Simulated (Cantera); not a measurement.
What does this Cantera script print?

```python
import numpy as np
import cantera as ct

gas_names = [...]  # 151 gases of nasa_gas.yaml made of C, H, N, O, Si
cond_names = """
    C(gr) C6H6(L) C7H8(L) C8H18(L),n-octa H2O(s) H2O(L) Si(cr) Si(L) SiC(b) SiO2(Lqz) SiO2(hqz) SiO2(L)
    Si2N2O(s) Si3N4(a)
""".split()


# ... load() reads the species with a 1 bar reference pressure and builds the phases ...
atoms = {
    'Si3N4': {'Si': 3, 'N': 4},
    'H2O': {'H': 2, 'O': 1},
    'N2': {'N': 2},
    'CO2': {'C': 1, 'O': 2},
}
top_T = {'C(gr)': 4500, 'SiC(b)': 3050, 'Si2N2O(s)': 2100, 'Si3N4(a)': 2400}  # K; cautious upper limits of use, not melting points


# ... equilibrate(T, P, feed) seeds the gas with the atoms and calls Mixture.equilibrate('TP', solver="vcs", rtol=1e-11, max_steps=5000) ...
results = []
feed = {'Si3N4': 1, 'H2O': 0.017, 'N2': 22, 'CO2': 3.4}  # mol
P = 930000  # Pa
for T in [1100, 1150, 1200, 1250, 1300, 1350, 1400, 1450, 1500, 1550, 1600, 1650, 1700, 1750]:
    mix = equilibrate(T, P, feed)
    results.append((T, P, feed, dict(zip(mix.species_names, mix.species_moles))))

top = {s: max(r[3][s] / sum(r[3][g] for g in gas_names) for r in results) for s in gas_names}
cols = sorted((s for s in top if top[s] > 0.001), key=lambda s: -top[s])[:7]
seen = [c for c in cond_names if any(r[3].get(c, 0) > 1e-12 for r in results)]
print("log10 of partial pressures in bar; condensed amounts in mol")
print(f"{'T/K':>10s}" + "".join(f"{s[:9]:>10s}" for s in cols + seen))
for T, P, feed, n in results:
    ng = sum(n[g] for g in gas_names)
    print(f"{T:10.4g}" + "".join(f"{np.log10(max(n[s] / ng * P / 1e5, 1e-99)):10.3f}" for s in cols)
          + "".join(f"{n.get(c, 0):10.4g}" for c in seen))
```

Result:

```
log10 of partial pressures in bar; condensed amounts in mol
       T/K        N2        CO     C(gr) SiO2(hqz)   SiO2(L) Si2N2O(s)
      1100     0.954    -0.536     2.603         3         0         0
      1150     0.954    -0.524     2.593         3         0         0
      1200     0.954    -0.519     2.588         3         0         0
      1250     0.954    -0.517     2.585         3         0         0
      1300     0.954    -0.516     2.584         3         0         0
      1350     0.954    -0.515     2.584         3         0         0
      1400     0.952    -0.466     2.484     2.934         0   0.03313
      1450     0.941    -0.245     1.848      2.51         0    0.2452
      1500     0.923    -0.040    0.8515     1.845         0    0.5775
      1550     0.909     0.075         0     1.277         0    0.8614
      1600     0.909     0.075         0     1.277         0    0.8615
      1650     0.909     0.075         0     1.277         0    0.8615
      1700     0.909     0.075         0         0     1.277    0.8614
      1750     0.909     0.075         0         0     1.277    0.8613
```

These are equilibrium values from Cantera (NASA tables, ideal gas, pure condensed phases), not measurements of a reactor. Mutual solubility and eutectic melting of coexisting phases are not modelled. The tables hold silica as quartz up to 1696 K and as liquid above; real silica turns to tridymite and cristobalite and melts near 1996 K.
